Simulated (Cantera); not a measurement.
A perfectly stirred reactor is fed with 6.87 % CH₄, 19.6 % O₂, 73.5 % N₂, equivalence ratio 0.70, at 1.01 bar; it is adiabatic with a 823 K inlet, and is followed from long to short residence time, starting on the burning branch (τ in s: 0.24, 0.078, 0.026, 0.0084, 0.0028, 0.0009, 0.0003, 9.8e-05, 3.2e-05, 1.1e-05).

Detailed kinetics in Cantera: GRI-Mech 3.0 (53 species, 325 reactions).

Q: Predict: blow-out, bracketed by the residence times tried; x(CH₄) at τ = 0.240 s; x(O₂) at τ = 0.240 s; x(N₂O) at τ = 0.240 s; x(NO) at τ = 0.240 s; x(CH₄) at τ = 0.900 ms; x(O₂) at τ = 0.900 ms; x(N₂O) at τ = 0.900 ms; x(NO) at τ = 0.900 ms; x(CH₂CO) at τ = 0.900 ms.

A: 
* **blow-out, bracketed by the residence times tried**: burning at 98.0 µs, out at 32.0 µs
* **x(CH₄) at τ = 0.240 s**: 8.75e-7
* **x(O₂) at τ = 0.240 s**: 0.0571
* **x(N₂O) at τ = 0.240 s**: 3.63e-7
* **x(NO) at τ = 0.240 s**: 0.00344
* **x(CH₄) at τ = 0.900 ms**: 8.13e-5
* **x(O₂) at τ = 0.900 ms**: 0.0619
* **x(N₂O) at τ = 0.900 ms**: 3.17e-7
* **x(NO) at τ = 0.900 ms**: 8.67e-5
* **x(CH₂CO) at τ = 0.900 ms**: 1.70e-8
